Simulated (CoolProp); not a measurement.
The numbers come from the reference Helmholtz-energy equation of state, Thol 2018 in CoolProp.

### Question
For hydrogen chloride, give the phase and the density (kg/m³), cp (kJ/(kg K)), isothermal compressibility (1/MPa), expansivity (1/kK) at 259.35 °C and 256 bar; 259.35 °C and 320 bar; 259.35 °C and 416 bar.

### Answer
- 259.35 °C and 256 bar: supercritical; density 246, cp 1.20, isothermal compressibility 0.0414, expansivity 3.29
- 259.35 °C and 320 bar: supercritical; density 310, cp 1.29, isothermal compressibility 0.0318, expansivity 3.45
- 259.35 °C and 416 bar: supercritical; density 400, cp 1.37, isothermal compressibility 0.0219, expansivity 3.41
